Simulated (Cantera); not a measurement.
Input (Python, Cantera) and output of one run.

```python
import numpy as np
import cantera as ct

gas_names = [...]  # 136 gases of nasa_gas.yaml made of C, H, N, O
cond_names = """
    C(gr) C6H6(L) C7H8(L) C8H18(L),n-octa H2O(s) H2O(L)
""".split()


# ... load() reads the species with a 1 bar reference pressure and builds the phases ...
atoms = {
    'C3H6': {'C': 3, 'H': 6},
    'H2O': {'H': 2, 'O': 1},
    'H2': {'H': 2},
    'NH3': {'N': 1, 'H': 3},
}
top_T = {'C(gr)': 4500}  # K; cautious upper limits of use, not melting points


# ... equilibrate(T, P, feed) seeds the gas with the atoms and calls Mixture.equilibrate('TP', solver="vcs", rtol=1e-11, max_steps=5000) ...
results = []
feed = {'C3H6': 1, 'H2O': 2.8, 'H2': 60, 'NH3': 0.021}  # mol
P = 15  # Pa
for T in [675, 825, 975, 1125, 1275, 1425, 1575, 1725, 1875, 2025, 2175, 2325, 2475]:
    mix = equilibrate(T, P, feed)
    results.append((T, P, feed, dict(zip(mix.species_names, mix.species_moles))))

top = {s: max(r[3][s] / sum(r[3][g] for g in gas_names) for r in results) for s in gas_names}
cols = sorted((s for s in top if top[s] > 1e-06), key=lambda s: -top[s])[:6]
seen = [c for c in cond_names if any(r[3].get(c, 0) > 1e-12 for r in results)]
print("log10 of partial pressures in bar; condensed amounts in mol")
print(f"{'T/K':>10s}" + "".join(f"{s[:9]:>10s}" for s in cols + seen))
for T, P, feed, n in results:
    ng = sum(n[g] for g in gas_names)
    print(f"{T:10.4g}" + "".join(f"{np.log10(max(n[s] / ng * P / 1e5, 1e-99)):10.3f}" for s in cols)
          + "".join(f"{n.get(c, 0):10.4g}" for c in seen))
```

Output:

```
log10 of partial pressures in bar; condensed amounts in mol
       T/K        H2         H        CO       H2O       CH4       CO2     C(gr)
       675    -3.842   -16.128    -5.311    -6.149    -6.520    -6.539    0.5166
       825    -3.842   -13.022    -5.214    -7.955    -7.728    -8.775    0.1973
       975    -3.842   -10.863    -5.213    -9.277    -8.585   -10.444    0.1991
      1125    -3.842    -9.273    -5.213   -10.247    -9.224   -11.660    0.1997
      1275    -3.842    -8.053    -5.213   -10.989    -9.717   -12.581    0.1997
      1425    -3.842    -7.087    -5.213   -11.573   -10.109   -13.301     0.199
      1575    -3.844    -6.303    -5.214   -12.046   -10.427   -13.879    0.1958
      1725    -3.849    -5.655    -5.217   -12.441   -10.698   -14.356    0.1847
      1875    -3.865    -5.116    -5.225   -12.790   -10.949   -14.763    0.1531
      2025    -3.911    -4.671    -5.245   -13.130   -11.222   -15.134   0.07989
      2175    -4.015    -4.319    -5.289   -13.456   -11.642   -15.447         0
      2325    -4.221    -4.069    -5.359   -13.799   -12.323   -15.692         0
      2475    -4.557    -3.927    -5.432   -14.192   -13.305   -15.854         0
```

Method: chemical equilibrium by Gibbs-energy minimisation in Cantera with the NASA 1993 tables (ideal gas, pure condensed phases).
